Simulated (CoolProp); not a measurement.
A single-stage vapour-compression cycle with R134a: evaporating at 208.15 K (dew point), condensing at 234.15 K (bubble point), superheat 8 K, subcooling 2 K, compressor efficiency 0.8, no pressure losses. Each further row changes one setting.

Model: reference Helmholtz-energy equation of state, Tillner-Roth 1994, in CoolProp.

| case | cooling COP | pressure ratio | discharge temperature (K) | refrigerating effect (kJ/kg) | volumetric capacity (kJ/m³) |
|---|---|---|---|---|---|
| as stated | ___ | 4.74 | 268.0 | 217 | 141 |
| evaporating temperature 213.15 K | ___ | 3.39 | ___ | 220 | ___ |
| condensing temperature 229.15 K | 7.36 | 3.63 | ___ | 223 | 145 |
| subcooling 7 K | ___ | 4.74 | 268.0 | 223 | 145 |
| superheat 18 K | 5.77 | 4.74 | 278.8 | 224 | 139 |
| compressor efficiency 0.7 | 5.11 | 4.74 | 274.7 | 217 | 141 |

Question: Fill in the missing entries.

Answer: 
- as stated, cooling COP: 5.84
- evaporating temperature 213.15 K, cooling COP: 7.55
- evaporating temperature 213.15 K, discharge temperature (K): 262.1
- evaporating temperature 213.15 K, volumetric capacity (kJ/m³): 196
- condensing temperature 229.15 K, discharge temperature (K): 258.9
- subcooling 7 K, cooling COP: 6.01
